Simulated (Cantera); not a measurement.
An isothermal, constant-pressure homogeneous reactor starts with 11.2 % C2H6, 88.8 % N2, at 1425 K and 1.18 atm.

Computed with Cantera and GRI-Mech 3.0 (53 species, 325 reactions). GRI-Mech 3.0 stops at C3 and has no aromatics, soot or wall deposition, so with more carbon than oxygen in the feed, carbon stays in small species such as C2H2 where larger ones or solid carbon would form.

x: mole fraction; the columns are a selection and need not sum to one.

| t (s) | x C2H6 | x C2H2 | x H2 | x H | x CH3 |
|---|---|---|---|---|---|
| 0.000300 | 0.0605 | 0.00223 | 0.0382 | ? | 0.000502 |
| 0.000668 | 0.0253 | 0.00849 | 0.0676 | ? | 0.000322 |
| 0.00149 | 0.00454 | 0.0215 | 0.0927 | ? | 0.000128 |
| 0.00332 | 0.000621 | 0.0341 | 0.106 | ? | 4.58e-5 |
| 0.00739 | 0.000128 | 0.0437 | 0.116 | ? | 2.10e-5 |
| 0.0165 | 5.98e-5 | 0.0533 | 0.124 | ? | 1.47e-5 |
| 0.0367 | 3.89e-5 | 0.0638 | 0.134 | ? | 1.25e-5 |
| 0.0818 | 2.34e-5 | 0.0714 | 0.141 | 2.85e-6 | 1.05e-5 |
| 0.182 | 1.84e-5 | 0.0738 | 0.143 | 2.67e-6 | 9.82e-6 |
| 0.406 | 1.80e-5 | 0.0738 | 0.142 | 2.63e-6 | 9.84e-6 |
| 0.904 | 1.81e-5 | 0.0736 | 0.141 | 2.58e-6 | 9.99e-6 |
| 2.01 | 1.82e-5 | 0.0732 | 0.140 | 2.50e-6 | 1.02e-5 |
| 4.49 | 1.84e-5 | 0.0726 | 0.138 | 2.40e-6 | 1.06e-5 |
| 10.0 | 1.86e-5 | 0.0722 | 0.136 | 2.33e-6 | 1.08e-5 |

Task: What belongs in the gaps?

Result: 
- 0.000300, x H: 2.39e-5
- 0.000668, x H: 2.75e-5
- 0.00149, x H: 2.08e-5
- 0.00332, x H: 9.41e-6
- 0.00739, x H: 4.72e-6
- 0.0165, x H: 3.55e-6
- 0.0367, x H: 3.23e-6
